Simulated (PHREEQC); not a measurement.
A column of 0.2 m (40 cells, dispersivity 0.01 m, 720 s a shift, diffusion coefficient 3e-10 m²/s) holds 0.001 eq of the database's cation exchanger X per kg of pore water, first in equilibrium with 0.097 mol/kgw KCl, 0.047 mol/kgw MgSO4 and 1e-05 mol/kgw HCl. It is flushed with 0.0016 mol/kgw CdCl2 and 1e-05 mol/kgw HCl, at 15 °C. Values are for the last cell. No CO2 enters from the air. Precipitation was switched off in this run.

Base run: PHREEQC, ion-association model, phreeqc.dat. Each further column changes one thing. The table gives Cd in solution (mol/kgw).

```json
[
 {"pore volumes": "0", "base": "0", "exchange capacity from 0.001 to 0.0005 eq/kgw": "0", "dispersivity from 0.01 to 0.02 m": "0"},
 {"pore volumes": "0.3125", "base": "8.89e-8", "exchange capacity from 0.001 to 0.0005 eq/kgw": "9.14e-8", "dispersivity from 0.01 to 0.02 m": "5.62e-6"},
 {"pore volumes": "0.5125", "base": "3.19e-5", "exchange capacity from 0.001 to 0.0005 eq/kgw": "3.25e-5", "dispersivity from 0.01 to 0.02 m": "0.000127"},
 {"pore volumes": "0.8125", "base": "0.000452", "exchange capacity from 0.001 to 0.0005 eq/kgw": "0.000468", "dispersivity from 0.01 to 0.02 m": "0.000596"},
 {"pore volumes": "1.113", "base": "0.000930", "exchange capacity from 0.001 to 0.0005 eq/kgw": "0.00101", "dispersivity from 0.01 to 0.02 m": "0.000994"},
 {"pore volumes": "1.413", "base": "0.00105", "exchange capacity from 0.001 to 0.0005 eq/kgw": "0.00123", "dispersivity from 0.01 to 0.02 m": "0.00117"},
 {"pore volumes": "1.613", "base": "0.00106", "exchange capacity from 0.001 to 0.0005 eq/kgw": "0.00128", "dispersivity from 0.01 to 0.02 m": "0.00120"},
 {"pore volumes": "1.913", "base": "0.00118", "exchange capacity from 0.001 to 0.0005 eq/kgw": "0.00138", "dispersivity from 0.01 to 0.02 m": "0.00122"},
 {"pore volumes": "2.212", "base": "0.00138", "exchange capacity from 0.001 to 0.0005 eq/kgw": "0.00150", "dispersivity from 0.01 to 0.02 m": "0.00127"},
 {"pore volumes": "2.513", "base": "0.00151", "exchange capacity from 0.001 to 0.0005 eq/kgw": "0.00156", "dispersivity from 0.01 to 0.02 m": "0.00136"},
 {"pore volumes": "2.712", "base": "0.00155", "exchange capacity from 0.001 to 0.0005 eq/kgw": "0.00158", "dispersivity from 0.01 to 0.02 m": "0.00142"},
 {"pore volumes": "3.013", "base": "0.00158", "exchange capacity from 0.001 to 0.0005 eq/kgw": "0.00159", "dispersivity from 0.01 to 0.02 m": "0.00149"}
]
```
